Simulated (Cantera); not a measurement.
A closed system holds: 1 mol SiCl4, 0.21 mol CH4, 200 mol H2, equilibrated at 2523 K and 1.00 bar.

These are equilibrium values from Cantera (NASA tables, ideal gas, pure condensed phases), not measurements of a reactor. The tables' values for SiCl are old estimates; treat these amounts as uncertain. Gases not in the tables: Si2H6 and higher silanes. Rates play no part.

```
species             before     after
----------------  --------  --------
H2                   0.949     0.952
H                   0.0271    0.0271
HCl                 0.0183    0.0138
C2H2 (acetylene)  0.000387   0.00254
Si                 0.00277   0.00255
SiC2               2.63e-5  0.000158
CH4                2.41e-5   6.20e-5
CH3                1.23e-5   3.16e-5
Si2C              0.000151  0.000329
SiCl2             0.000252  0.000131
SiCl              0.000209  0.000145
```
Gas species are given as mole fractions.

Question: Which change was made?
A) pressure from 1.00 bar to 23.0 mbar
B) pressure from 1.00 bar to 13.3 mbar
C) temperature from 2523 K to 2598.15 K
D) SiCl4 replaced by CH3SiCl3

Answer: D, SiCl4 replaced by CH3SiCl3. The feed counts by its element totals alone
